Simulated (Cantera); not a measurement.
Feed: 1 mol TEOS, 0.18 mol N2O, 8 mol N2, equilibrated at 13300 Pa.

Method: chemical equilibrium by Gibbs-energy minimisation in Cantera with the NASA 1993 tables (ideal gas, pure condensed phases). Candidate condensed phases: C, C6H6, C7H8, C8H18, H2O, Si, SiC, SiO2, Si2N2O, Si3N4; 151 gas species. The feed counts by its element totals alone. The tables hold silica as quartz up to 1696 K and as liquid above; real silica turns to tridymite and cristobalite and melts near 1996 K. Equilibrium is a limit: real reactors are often held back by kinetics, nucleation or transport.

Question: Which condensed phases are stable at each of these points (T (K)): 873, 1073, 1273, 1473, 1673, 1873, 2073?

Answer: 
```
T (K)              condensed phases  Si condensed (%)
-----  ----------------------------  ----------------
873    C(graphite) + SiO2(β-quartz)             100.0
1073   C(graphite) + SiO2(β-quartz)             100.0
1273   C(graphite) + SiO2(β-quartz)             100.0
1473        C(graphite) + Si2N2O(s)             100.0
1673        C(graphite) + Si2N2O(s)              98.9
1873           C(graphite) + SiC(s)              97.2
2073           C(graphite) + SiC(s)              95.3
```

From 873 K to 1273 K the condensed part is C(graphite) + SiO2(β-quartz). From 1473 K to 1673 K the condensed part is C(graphite) + Si2N2O(s). From 1873 K to 2073 K the condensed part is C(graphite) + SiC(s).
